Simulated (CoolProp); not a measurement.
A simple Rankine cycle with R365MFC: condensing at 289.15 K, boiler at 1.79 MPa, turbine inlet 441.2 K, turbine efficiency 0.75, pump efficiency 0.8, no recuperator. Each further row changes one setting.

Computed with CoolProp (reference Helmholtz-energy equation of state, Lemmon 2016).

```tsv
case	thermal efficiency (%)	net work (kJ/kg)	heat in (kJ/kg)	turbine exit temperature (K)	volume ratio over the turbine
as stated	___	56.3	342	371.1	53.4
turbine inlet 461.2 K	___	60.6	371	___	50.3
condensing temperature 281.15 K	17.5	61.6	___	366.2	75.7
boiler pressure 1.25 MPa	15.3	___	352	382.2	33.7
turbine efficiency 0.65	___	48.6	342	378.0	___
```

### Question
Complete the blanks.

### Answer

- as stated, thermal efficiency (%): 16.5
- turbine inlet 461.2 K, thermal efficiency (%): 16.3
- turbine inlet 461.2 K, turbine exit temperature (K): 393.3
- condensing temperature 281.15 K, heat in (kJ/kg): 353
- boiler pressure 1.25 MPa, net work (kJ/kg): 54.0
- turbine efficiency 0.65, thermal efficiency (%): 14.2
- turbine efficiency 0.65, volume ratio over the turbine: 54.4
